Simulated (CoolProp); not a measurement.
1,2-dichloroethane along the isotherm 412.4 K: density (kg/m³) from the reference equation and from simpler models built on Tc = 561.6 K, pc = 52.26 bar, ω = 0.269; each cubic takes its own stable root.

The numbers come from the reference Helmholtz-energy equation of state, Thol 2015 in CoolProp.

```json
[
 {"p (bar)": "7.84", "phase": "liquid", "reference": "1062", "van der Waals": "25.18", "Redlich-Kwong": "882.3", "Soave-Redlich-Kwong": "924.0", "Peng-Robinson": "1047"},
 {"p (bar)": "15.7", "phase": "liquid", "reference": "1064", "van der Waals": "614.3", "Redlich-Kwong": "[?]", "Soave-Redlich-Kwong": "[?]", "Peng-Robinson": "1050"},
 {"p (bar)": "23.5", "phase": "liquid", "reference": "1066", "van der Waals": "619.3", "Redlich-Kwong": "890.4", "Soave-Redlich-Kwong": "929.9", "Peng-Robinson": "1053"},
 {"p (bar)": "31.4", "phase": "liquid", "reference": "1068", "van der Waals": "624.1", "Redlich-Kwong": "894.3", "Soave-Redlich-Kwong": "932.8", "Peng-Robinson": "1056"},
 {"p (bar)": "39.2", "phase": "liquid", "reference": "1070", "van der Waals": "628.5", "Redlich-Kwong": "898.1", "Soave-Redlich-Kwong": "935.6", "Peng-Robinson": "1058"},
 {"p (bar)": "47", "phase": "liquid", "reference": "1072", "van der Waals": "632.6", "Redlich-Kwong": "901.6", "Soave-Redlich-Kwong": "938.3", "Peng-Robinson": "1061"},
 {"p (bar)": "54.9", "phase": "liquid", "reference": "1074", "van der Waals": "636.5", "Redlich-Kwong": "905.2", "Soave-Redlich-Kwong": "941.0", "Peng-Robinson": "1064"},
 {"p (bar)": "62.7", "phase": "liquid", "reference": "1075", "van der Waals": "640.2", "Redlich-Kwong": "908.5", "Soave-Redlich-Kwong": "943.5", "Peng-Robinson": "1066"},
 {"p (bar)": "70.6", "phase": "liquid", "reference": "1077", "van der Waals": "643.7", "Redlich-Kwong": "911.8", "Soave-Redlich-Kwong": "946.1", "Peng-Robinson": "1069"},
 {"p (bar)": "78.4", "phase": "liquid", "reference": "1079", "van der Waals": "646.9", "Redlich-Kwong": "[?]", "Soave-Redlich-Kwong": "948.5", "Peng-Robinson": "1071"}
]
```

Some entries are withheld; supply them.


- 15.7, Redlich-Kwong: 886.4
- 15.7, Soave-Redlich-Kwong: 927.0
- 78.4, Redlich-Kwong: 915.0

At some of these states van der Waals gives the other phase, because its saturation line lies elsewhere.
